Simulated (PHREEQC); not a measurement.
A solution holds 0.0095 mol H2SO4, 0.0076 mol MgCl2 and 0.15 mol CuCl2 per kg of water, at 55 °C. Closed to the air; pH follows from the charge balance.

The numbers come from PHREEQC with the ion-association model, wateq4f.dat.

Each row changes one thing in this solution. No solid was allowed to form.

```tsv
case	pH	ionic strength (mol/kgw)	Cl- (mol/kgw)	Cu+2 (mol/kgw)	CuCl+ (mol/kgw)	CuCl2 (mol/kgw)	SI of Chalcanthite (CuSO4:5H2O)	SI of Tenorite (CuO)
as made	1.90	0.355	0.251	0.0861	0.0564	0.00406	-2.30	-4.46
MgCl2 from 0.0076 to 0.00152 mol/kgw	1.90	0.341	0.240	0.0871	0.0554	0.00387	-2.27	-4.44
CuCl2 from 0.15 to 0.075 mol/kgw	1.90	0.210	0.141	0.0495	0.0216	0.00103	-2.38	-4.63
0.0053 mol/kgw HNO3 added	1.79	0.361	0.251	0.0865	0.0564	0.00404	-2.33	-4.68
MgCl2 from 0.0076 to 0.076 mol/kgw	1.89	0.531	0.374	0.0762	0.0659	0.00619	-2.59	-4.59
temperature from 55 to 15 °C	1.86	0.445	0.297	0.129	0.0161	0.000904	-1.92	-5.76
MgCl2 left out	1.90	0.337	0.237	0.0874	0.0551	0.00382	-2.26	-4.44
MgCl2 from 0.0076 to 0.0114 mol/kgw	1.90	0.365	0.257	0.0855	0.0570	0.00419	-2.32	-4.47
H2SO4 from 0.0095 to 0.0142 mol/kgw	1.74	0.361	0.251	0.0856	0.0559	0.00402	-2.18	-4.77
```

Complexes and solids missing from the database can't appear. Away from 25 °C the constants follow the database's enthalpies or fits; those with neither stay at their 25 °C values.
